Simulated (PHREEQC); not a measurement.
A PHREEQC input (ion-association model, wateq4f.dat):

```
SOLUTION 1
  temp 20
  units mg/L
  pH 12.5
  pe 10.7
  Na 7.64
  K 7.14
  Ca 1.66
  Mg 1.86
  Cl 17.6
  S(6) 8.07 as SO4
  Alkalinity 4.63 as HCO3
  F 0.0138
END
USE solution 1
EQUILIBRIUM_PHASES 1
  Gypsum 0 0
  CO2(g) -2 10
END
```

It stops with these messages:

```
WARNING: Maximum iterations exceeded, 100
WARNING: Maximum iterations exceeded, 100
WARNING: The program has failed to converge to a numerical solution.
ERROR:           Alkalinity has not converged. Total: 7.592241e-05	Calculated: 4.275439e-04	Residual: -3.516215e-04
ERROR: Is non-carbonate alkalinity greater than total alkalinity?
ERROR:                   Ca has not converged. Total: 4.144147e-05	Calculated: 4.225927e-05	Residual: -8.177962e-07
ERROR:                   Cl has not converged. Total: 4.967232e-04	Calculated: 5.219971e-04	Residual: -2.527385e-05
ERROR:                    F has not converged. Total: 7.268032e-07	Calculated: 7.636672e-07	Residual: -3.686398e-08
ERROR:                    K has not converged. Total: 1.827065e-04	Calculated: 1.920153e-04	Residual: -9.308785e-06
ERROR:                   Mg has not converged. Total: 7.655032e-05	Calculated: 1.633273e-05	Residual: 6.021760e-05
ERROR:                   Na has not converged. Total: 3.325163e-04	Calculated: 3.497361e-04	Residual: -1.721977e-05
ERROR:                 S(6) has not converged. Total: 8.405579e-05	Calculated: 8.828024e-05	Residual: -4.224452e-06
ERROR:                   Mu Ionic strength has not converged. 	Residual: 1.025813e-02
ERROR:               A(H2O) Activity of water has not converged. 	Residual: -4.024063e-01
ERROR: Model failed to converge for initial solution  1.
```

Why does the run stop?

The fault: pH typed as 12.5 with the alkalinity kept. The line should read `pH 5.93` where the input has `pH 12.5`. With the mend the run ends at pH 5.67 and ionic strength 0.000944 mol/kgw.
